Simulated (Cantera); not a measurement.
Feed: 1 mol SiH4, 0.38 mol O3, 110 mol N2, at 998 K and 1330 Pa.

Cantera equilibrium calculation (NASA polynomials, part measured and part estimated; ideal gas, pure solids and liquids). Candidate condensed phases: H2O, Si, SiO2, Si2N2O, Si3N4; 35 gas species. N2 is the only nitrogen source here; it is nearly inert below about 1500 K, so the nitride shown seldom forms there in practice. Equilibrium is a limit: real reactors are often held back by kinetics, nucleation or transport.

Base state: N2 0.982, H2 0.0179 (mole fractions); condensed: SiO2(β-quartz) + Si2N2O(s).

Q: What changes in the equilibrium state with this change: O3 from 0.38 to 2 mol?

A: 
```tsv
species	before	after
N2	0.982	0.973
H2O	6.25e-7	0.0177
O2	<1e-9	0.00885
H2	0.0179	<1e-9
SiO2(β-quartz), mol	0.427	1.00
Si2N2O(s), mol	0.287	0
```
